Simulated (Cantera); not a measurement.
Input: 1 mol Si, 1.5 mol Cl₂, 0.34 mol H₂, 3.9 mol HCl, held at 800 K and 0.133 bar.

Method: chemical equilibrium by Gibbs-energy minimisation in Cantera with the NASA 1993 tables (ideal gas, pure condensed phases). Candidate condensed phases: Si; 19 gas species. The numbers say what is thermodynamically allowed, not how fast it happens.

Base state: HCl 0.612, SiCl₄ 0.211, H₂ 0.177, SiHCl₃ 5.52e-5 (mole fractions); condensed: gas only.

What changes in the equilibrium state with this change: temperature from 800 K to 1375 K?


```
species   before    after
-------  -------  -------
HCl        0.612    0.628
SiCl₄      0.211    0.190
H₂         0.177    0.163
SiCl₃    2.49e-7   0.0121
SiCl₂      <1e-9  0.00354
Cl         <1e-9  1.21e-5
```
The tables' values for SiCl₃ are old estimates; treat these amounts as uncertain.
